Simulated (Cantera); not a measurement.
Feed: 1 mol B₂O₃, 22 mol H₂, 1 mol N₂, at 1398.15 K.

Equilibrium computed with Cantera from the NASA thermochemical tables; the gas is ideal and each condensed phase is pure. Candidate condensed phases: B, BN, B₂O₃, B₃O₃H₃, H₂O; 39 gas species. N₂ is the only nitrogen source here; it is nearly inert below about 1500 K, so the nitride shown seldom forms there in practice. Mutual solubility and eutectic melting of coexisting phases are not modelled. Gases not in the tables: H₃BO₃. The numbers say what is thermodynamically allowed, not how fast it happens.

log p: log10 of the partial pressure in bar; n: condensed amount in mol.

```tsv
P (Pa)	log p H₂	log p N₂	log p B₂O₃	log p HBO₂	log p HBO	log p H₂O	log p B₂O₂	n B₂O₃(l)	n BN(s)
10	-4.04	-5.38	-5.64	-5.79	-5.89	___	-6.73	0.0524	0
63	-3.23	-4.57	-5.64	-5.42	-5.44	___	-6.65	0.769	0
400	-2.42	-3.76	-5.64	-4.92	-5.13	___	-6.85	0.922	0.0150
2500	-1.62	-2.97	-5.64	-4.39	-4.87	___	-7.11	0.962	0.0205
16000	-0.82	-2.16	-5.64	-3.85	-4.60	___	-7.38	0.974	0.0282
100000	-0.02	-1.37	-5.64	-3.32	-4.33	___	-7.64	0.971	0.0449
```

Question: What belongs in the gaps?

Answer: 
- 10, log p H₂O: -7.50
- 63, log p H₂O: -6.77
- 400, log p H₂O: -5.76
- 2500, log p H₂O: -4.70
- 16000, log p H₂O: -3.63
- 100000, log p H₂O: -2.57
